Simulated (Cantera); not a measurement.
An adiabatic, constant-volume homogeneous reactor starts with 5.29 % CH4, 17.9 % O2, 67.2 % N2, 9.53 % H2O, equivalence ratio 0.59, at 1123 K and 9000 Torr.

Model: GRI-Mech 3.0 (53 species, 325 reactions), integrated in Cantera. The pressure lies above the range GRI-Mech 3.0 was tuned for (to about 10 atm).

x: mole fraction; the columns are a selection and need not sum to one.

```
t (s)     T (K)  P (bar)   x CH4    x O2   x H2O     x CO2    x C2H2
--------  -----  -------  ------  ------  ------  --------  --------
5.00e-6    1123     12.0  0.0529   0.179  0.0953    <1e-12    <1e-12
1.21e-5    1123     12.0  0.0529   0.179  0.0953    <1e-12    <1e-12
2.94e-5    1123     12.0  0.0529   0.179  0.0953    <1e-12    <1e-12
7.13e-5    1123     12.0  0.0529   0.179  0.0953    <1e-12    <1e-12
0.000173   1123     12.0  0.0529   0.179  0.0953  3.61e-12    <1e-12
0.000419   1123     12.0  0.0529   0.179  0.0953  9.67e-11    <1e-12
0.00102    1123     12.0  0.0529   0.179  0.0953   1.62e-9    <1e-12
0.00246    1124     12.0  0.0529   0.179  0.0954       [?]  1.08e-11
0.00597    1128     12.1  0.0523   0.179  0.0959       [?]       [?]
0.0145     2416     25.9  <1e-12  0.0689   0.197    0.0519    <1e-12
0.0351     2409     25.8  <1e-12  0.0675   0.198    0.0519    <1e-12
0.0851     2409     25.8  <1e-12  0.0675   0.198    0.0519    <1e-12
0.206      2409     25.8  <1e-12  0.0675   0.198    0.0519    <1e-12
0.500      2409     25.8  <1e-12  0.0675   0.198    0.0519    <1e-12
```

**Question.** Complete the blanks.

**Answer.** 
- 0.00246, x CO2: 1.32e-8
- 0.00597, x CO2: 4.53e-7
- 0.00597, x C2H2: 1.03e-9
